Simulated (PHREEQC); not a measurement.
Make-up at 25 °C: 0.74 mol/kgw HCl, 0.00071 mol/kgw CuSO4 and 0.59 mol/kgw Na2SO4. Closed to the air; pH follows from the charge balance.

All values are PHREEQC results (ion-association model, phreeqc.dat), not measurements.

This is a speciation only: nothing precipitates in the calculation.

Order these S species by the share of S that they hold, largest first: SO4-2, NaSO4-, HSO4-.

HSO4- (66 %), SO4-2 (19 %), NaSO4- (16 %)

The pH is 0.59 and the ionic strength 1.55 mol/kgw. The ionic strength is past about 0.7 mol/kgw, beyond the range of this activity model, so the values are rough.
